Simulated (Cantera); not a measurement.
**Equilibrium for carbon deposition, reforming and gasification: CO + CO₂**

Input: 1 mol CO, 0.12 mol CO₂.

Equilibrium computed with Cantera from the NASA thermochemical tables; the gas is ideal and each condensed phase is pure. Candidate condensed phases: C; 12 gas species. The ideal-gas law is rough above about 30 bar. The numbers say what is thermodynamically allowed, not how fast it happens.

Q: Map the stable condensed phases over T = 523, 573, 623, 673, 723, 773, 823, 873, 923, 973, 1023, 1073 K and P in Pa = 10, 40, 160, 630, 2500, 10000, 40000, 160000, 630000, 2500000, 10000000.

A: 
```
T in K \ P in Pa
               10       40      160      630     2500    10000    40000   160000   630000  2500000 10000000
   1073         A        A        A        A        A        A        A        B        B        B        B
   1023         A        A        A        A        A        A        B        B        B        B        B
    973         A        A        A        A        A        A        B        B        B        B        B
    923         A        A        A        A        A        B        B        B        B        B        B
    873         A        A        A        A        B        B        B        B        B        B        B
    823         A        A        A        B        B        B        B        B        B        B        B
    773         A        A        B        B        B        B        B        B        B        B        B
    723         B        B        B        B        B        B        B        B        B        B        B
    673         B        B        B        B        B        B        B        B        B        B        B
    623         B        B        B        B        B        B        B        B        B        B        B
    573         B        B        B        B        B        B        B        B        B        B        B
    523         B        B        B        B        B        B        B        B        B        B        B
```
A: gas only; B: C.
